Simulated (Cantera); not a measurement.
An isothermal, constant-pressure homogeneous reactor starts with 27.0 % H2, 73.0 % O2, at 1125 K and 0.0120 bar.

Cantera simulation using the H2/O2 subset of GRI-Mech 3.0, which has no nitrogen chemistry; the numbers are that mechanism's predictions, not measurements. Radical loss at walls, strong at low pressure, is not modelled. The temperature is held fixed by assumption; the heat of reaction is taken as removed at once.

x: mole fraction; the columns are a selection and need not sum to one.

| t (s) | x H2 | x O2 | x OH | x O | x H2O2 | x HO2 | x H2O |
|---|---|---|---|---|---|---|---|
| 8.00e-5 | 0.270 | 0.730 | 5.29e-10 | 8.83e-10 | 1.13e-12 | 2.87e-9 | 1.05e-9 |
| 0.000366 | 0.270 | 0.730 | 1.96e-8 | 3.84e-8 | 2.38e-11 | 1.35e-8 | 1.13e-7 |
| 0.00167 | 0.198 | 0.694 | 0.00655 | 0.0148 | 2.40e-7 | 5.71e-6 | 0.0508 |
| 0.00765 | ? | 0.636 | ? | ? | ? | ? | ? |
| 0.0350 | ? | 0.684 | ? | ? | ? | ? | 0.308 |
| 0.160 | 3.22e-5 | 0.687 | 0.000427 | 0.000121 | 1.63e-7 | 1.11e-6 | 0.312 |
| 0.732 | 2.54e-6 | 0.688 | 0.000124 | 1.02e-5 | 3.69e-8 | 1.21e-7 | 0.312 |
| 3.35 | 3.54e-7 | 0.688 | 4.71e-5 | 1.47e-6 | 8.70e-9 | 2.02e-8 | 0.312 |
| 15.3 | 6.35e-8 | 0.688 | 2.01e-5 | 2.69e-7 | 2.04e-9 | 6.36e-9 | 0.312 |
| 70.0 | 1.45e-8 | 0.688 | 9.63e-6 | 6.17e-8 | 5.41e-10 | 6.48e-9 | 0.312 |

Problem. Some entries are withheld; supply them.

Solution. 
- 0.00765, x H2: 0.0102
- 0.00765, x OH: 0.00771
- 0.00765, x O: 0.0428
- 0.00765, x H2O2: 4.15e-7
- 0.00765, x HO2: 1.19e-5
- 0.00765, x H2O: 0.251
- 0.0350, x H2: 0.000990
- 0.0350, x OH: 0.00235
- 0.0350, x O: 0.00365
- 0.0350, x H2O2: 5.64e-7
- 0.0350, x HO2: 8.80e-6
